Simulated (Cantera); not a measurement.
A closed system holds: 1 mol C₂H₄, 0.069 mol NH₃, 0.39 mol H₂, held at 2600 °C and 1 atm.

Method: chemical equilibrium by Gibbs-energy minimisation in Cantera with the NASA 1993 tables (ideal gas, pure condensed phases). Candidate condensed phases: C, C₆H₆, C₇H₈, C₈H₁₈; 92 gas species. Equilibrium is a limit: real reactors are often held back by kinetics, nucleation or transport.

Base state: H₂ 0.847, H 0.0961, C₂H₂ (acetylene) 0.0358, HCN 0.0115, N₂ 0.00619, HNC 0.00196, C₄H₂ 0.000632, C₂H 0.000577 (mole fractions); condensed: C(graphite).

Question: What changes in the equilibrium state with this change: H₂ from 0.39 to 20 mol?

Answer: 
```tsv
species	before	after
H₂	0.847	0.862
H	0.0961	0.0969
C₂H₂ (acetylene)	0.0358	0.0365
HCN	0.0115	0.00215
N₂	0.00619	0.000212
CN	0.000119	2.20e-5
HNC	0.00196	0.000366
CH₄	6.52e-5	6.76e-5
C₃H₃ (propargyl)	1.26e-5	1.29e-5
C(graphite), mol	1.76	0.137
```
